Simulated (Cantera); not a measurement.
A Cantera script and what it prints.

```python
import numpy as np
import cantera as ct

gas_names = """
    H HO2 H2 H2O H2O2 O OH O2 O3 Pb PbO Pb2
""".split()
cond_names = """
    H2O(s) H2O(L) Pb(cr) Pb(L) PbO(rd) PbO(yw) PbO(L) PbO2(s) Pb3O4(s)
""".split()


def load(file, names, dense=False):
    # The tables refer to 1 bar. Condensed volumes are neglected.
    table = {s.name: s for s in ct.Species.list_from_file(file)}
    out = []
    for n in names:
        d = dict(table[n].input_data)
        d["thermo"] = dict(d["thermo"], **{"reference-pressure": 1e5})
        if dense:
            d["equation-of-state"] = {"model": "constant-volume", "density": "1e6 g/cm^3"}
        out.append(ct.Species.from_dict(d))
    return out


gas = ct.Solution(thermo="ideal-gas", species=load("nasa_gas.yaml", gas_names))
cond = {s.name: ct.Solution(thermo="fixed-stoichiometry", species=[s], name=s.name)
        for s in load("nasa_condensed.yaml", cond_names, dense=True)}
atoms = {
    'PbO': {'Pb': 1, 'O': 1},
    'H2': {'H': 2},
}
top_T = {'Pb3O4(s)': 820}  # K; cautious upper limits of use, not melting points


def equilibrate(T, P, feed):
    n = {}
    for name, mol in feed.items():
        for a, k in atoms[name].items():
            n[a] = n.get(a, 0.0) + k * mol
    gas.TPX = T, P, n
    mass = sum(n.values()) * gas.mean_molecular_weight
    gas.equilibrate("TP")
    valid = [c for c in cond.values() if c.min_temp <= T <= top_T.get(c.name, c.max_temp)]
    mix = ct.Mixture([(gas, mass / gas.mean_molecular_weight)] + [(c, 0.0) for c in valid])
    mix.T, mix.P = T, P
    mix.equilibrate("TP", solver="vcs", rtol=1e-11, max_steps=5000)
    return mix


results = []
feed = {'PbO': 1, 'H2': 0.16}  # mol
T = 1450  # K
P = 1333.22  # Pa
mix = equilibrate(T, P, feed)
results.append((T, P, feed, dict(zip(mix.species_names, mix.species_moles))))
print(gas.report(threshold=0.001))
for i in range(1, mix.n_phases):
    print(f"{mix.phase(i).name:16s} {mix.phase_moles(i):12.5e} mol")
```

Result:

```
       temperature   1450 K
          pressure   1333.2 Pa
           density   0.016646 kg/m^3
  mean mol. weight   150.53 kg/kmol
   phase of matter   gas

                          1 kg             1 kmol
                     ---------------   ---------------
          enthalpy        3.0861e+05        4.6454e+07  J
   internal energy        2.2852e+05        3.4398e+07  J
           entropy              1973        2.9699e+05  J/K
    Gibbs function       -2.5522e+06       -3.8418e+08  J
 heat capacity c_p            234.42             35287  J/K
 heat capacity c_v            179.19             26973  J/K

                      mass frac. Y      mole frac. X     chem. pot. / RT
                     ---------------   ---------------   ---------------
               H2O          0.039187           0.32744           -51.645
                Pb           0.45344           0.32942           -12.298
               PbO           0.50708           0.34198           -31.757
     [   +9 minor]        0.00029855         0.0011687

Pb(L)             0.00000e+00 mol
PbO(L)            6.72021e-01 mol
```

Method: chemical equilibrium by Gibbs-energy minimisation in Cantera with the NASA 1993 tables (ideal gas, pure condensed phases). Gases not in the tables: (PbO)n polymers.
